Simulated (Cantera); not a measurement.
A Cantera script and what it prints.

```python
import numpy as np
import cantera as ct

gas_names = """
    C CO COS CO2 CS CS2 C2 C2O C3 C3O2 C4 C5 Fe FeC5O5 FeO O O2 O3 S SO SO2 SO3 S2 S2O S8
""".split()
cond_names = """
    C(gr) Fe(a) Fe(c) Fe(d) Fe(L) FeC5O5(L) FeO(s) FeO(L) FeS(a) FeS(b) FeS(c) FeS(L) FeSO4(s) FeS2(s)
    Fe2O3(s) Fe2S3O12(s) Fe3O4(s) S(cr1) S(cr2) S(L)
""".split()


# ... load() reads the species with a 1 bar reference pressure and builds the phases ...
atoms = {
    'FeS2': {'Fe': 1, 'S': 2},
    'O2': {'O': 2},
    'CO2': {'C': 1, 'O': 2},
}
top_T = {'C(gr)': 4500, 'FeSO4(s)': 950, 'FeS2(s)': 1010, 'Fe2O3(s)': 1830, 'Fe2S3O12(s)': 1100, 'Fe3O4(s)': 1870}  # K; cautious upper limits of use, not melting points


# ... equilibrate(T, P, feed) seeds the gas with the atoms and calls Mixture.equilibrate('TP', solver="vcs", rtol=1e-11, max_steps=5000) ...
results = []
T = 1023.15  # K
P = 220000  # Pa
for m in [0.49, 0.68, 0.95, 1.3, 1.8, 2.5, 3.5]:
    feed = {'FeS2': 1, 'O2': m, 'CO2': 0.52}  # mol
    mix = equilibrate(T, P, feed)
    results.append((T, P, feed, dict(zip(mix.species_names, mix.species_moles))))
    x = sorted(zip(gas.X, gas.species_names), reverse=True)
    print(f"T = {T:g} K  P = {P:g} Pa  n(O2) = {m:g} mol  gas = {mix.phase_moles(0):.4g} mol")
    print("   x: " + "  ".join(f"{s} {v:.3e}" for v, s in x if v > 0.001))
    print("   condensed (mol): " + ("  ".join(f"{mix.phase(i).name} {mix.phase_moles(i):.4g}"
          for i in range(1, mix.n_phases) if mix.phase_moles(i) > 1e-12) or "none"))
```

It prints:

```
T = 1023.15 K  P = 220000 Pa  n(O2) = 0.49 mol  gas = 1.261 mol
   x: CO2 4.093e-01  SO2 3.840e-01  S2 1.909e-01  S2O 1.257e-02  COS 2.153e-03
   condensed (mol): FeS(c) 1
T = 1023.15 K  P = 220000 Pa  n(O2) = 0.68 mol  gas = 1.357 mol
   x: SO2 4.974e-01  CO2 3.814e-01  S2 1.098e-01  S2O 9.446e-03  COS 1.164e-03
   condensed (mol): FeS(c) 1
T = 1023.15 K  P = 220000 Pa  n(O2) = 0.95 mol  gas = 1.495 mol
   x: SO2 6.333e-01  CO2 3.473e-01  S2 1.618e-02  S2O 2.535e-03
   condensed (mol): FeS(c) 0.9971  Fe3O4(s) 0.0009664
T = 1023.15 K  P = 220000 Pa  n(O2) = 1.3 mol  gas = 1.705 mol
   x: SO2 6.753e-01  CO2 3.044e-01  S2 1.703e-02  S2O 2.721e-03
   condensed (mol): FeS(c) 0.7805  Fe3O4(s) 0.07317
T = 1023.15 K  P = 220000 Pa  n(O2) = 1.8 mol  gas = 2.007 mol
   x: SO2 7.200e-01  CO2 2.587e-01  S2 1.793e-02  S2O 2.919e-03
   condensed (mol): FeS(c) 0.4711  Fe3O4(s) 0.1763
T = 1023.15 K  P = 220000 Pa  n(O2) = 2.5 mol  gas = 2.429 mol
   x: SO2 7.639e-01  CO2 2.138e-01  S2 1.880e-02  S2O 3.116e-03
   condensed (mol): FeS(c) 0.03793  Fe3O4(s) 0.3207
T = 1023.15 K  P = 220000 Pa  n(O2) = 3.5 mol  gas = 2.039 mol
   x: SO2 4.138e-01  CO2 2.551e-01  SO3 2.468e-01  O2 8.429e-02
   condensed (mol): Fe2O3(s) 0.2823  Fe2S3O12(s) 0.2177
```

These are equilibrium values from Cantera (NASA tables, ideal gas, pure condensed phases), not measurements of a reactor. Mutual solubility and eutectic melting of coexisting phases are not modelled. FeS: taken at fixed stoichiometry. Gases not in the tables: S3 to S7.
